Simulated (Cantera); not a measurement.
Input: 1 mol TEOS, 6.1 mol O2, held at 1248 K and 51.0 Pa.

These are equilibrium values from Cantera (NASA tables, ideal gas, pure condensed phases), not measurements of a reactor. Candidate condensed phases: C, C6H6, C7H8, C8H18, H2O, Si, SiC, SiO2; 123 gas species. The feed counts by its element totals alone. The tables hold silica as quartz up to 1696 K and as liquid above; real silica turns to tridymite and cristobalite and melts near 1996 K. The numbers say what is thermodynamically allowed, not how fast it happens.

Base state: H2 0.340, CO 0.316, H2O 0.216, CO2 0.129, H 1.21e-5 (mole fractions); condensed: SiO2(β-quartz).

**Question.** What changes in the equilibrium state with this change: temperature from 1248 K to 1523 K?

**Answer.** 
| species | before | after |
|---|---|---|
| CO | 0.316 | 0.344 |
| H2 | 0.340 | 0.311 |
| H2O | 0.216 | 0.244 |
| CO2 | 0.129 | 0.100 |
| OH | 7.82e-8 | 1.38e-5 |
| H | 1.21e-5 | 0.000571 |
| SiO2(β-quartz), mol | 1.00 | 1.000 |
